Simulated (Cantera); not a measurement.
# Low-pressure radical oxidation in H2/O2

An isothermal, constant-pressure homogeneous reactor starts with H₂ : O₂ : N₂ = 0.17 : 1 : 2.6 (molar parts), equivalence ratio 0.085, at 1300 K and 10.00 Torr.

Model: GRI-Mech 3.0 (53 species, 325 reactions), integrated in Cantera. Radical loss at walls, strong at low pressure, is not modelled. The temperature is held fixed by assumption; the heat of reaction is taken as removed at once.

| t (s) | x H₂ | x O₂ | x H₂O₂ | x H | x H₂O | x NO | x NO₂ |
|---|---|---|---|---|---|---|---|
| 0.000100 | 0.0451 | 0.265 | 2.56e-12 | 5.19e-9 | 1.09e-9 | <1e-12 | <1e-12 |
| 0.000398 | 0.0451 | 0.265 | 3.94e-11 | 4.17e-8 | 5.22e-8 | <1e-12 | <1e-12 |
| 0.00158 | 0.0450 | 0.265 | 6.48e-10 | 2.97e-5 | 5.73e-5 | <1e-12 | <1e-12 |
| 0.00631 | 0.00171 | 0.235 | 4.42e-8 | 0.0118 | 0.0358 | 1.59e-7 | 1.82e-12 |
| 0.0251 | 0.00149 | 0.237 | 4.56e-8 | 0.00929 | 0.0376 | 9.06e-7 | 1.15e-11 |
| 0.100 | 0.000867 | 0.242 | 4.64e-8 | 0.00376 | 0.0418 | 2.14e-6 | 4.03e-11 |
| 0.398 | 0.000165 | 0.247 | 2.99e-8 | 0.000291 | 0.0452 | 2.59e-6 | 1.60e-10 |
| 1.58 | 1.32e-5 | 0.248 | 8.21e-9 | 6.54e-6 | 0.0460 | 2.62e-6 | 6.12e-10 |
| 6.31 | 1.35e-6 | 0.248 | 1.65e-9 | 2.14e-7 | 0.0461 | 2.62e-6 | 9.20e-10 |
| 25.1 | 2.19e-7 | 0.248 | 3.69e-10 | 1.41e-8 | 0.0461 | 2.62e-6 | 1.56e-9 |
| 100 | 7.59e-8 | 0.248 | 1.55e-10 | 2.88e-9 | 0.0461 | 2.62e-6 | 3.33e-9 |
x: mole fraction; the columns are a selection and need not sum to one.

Equilibrium at this temperature and pressure: H₂ 7.01e-8, O₂ 0.248, H₂O₂ 1.45e-10, H 2.55e-9, H₂O 0.0461, NO 0.000409, NO₂ 5.55e-7 (gas phase only).
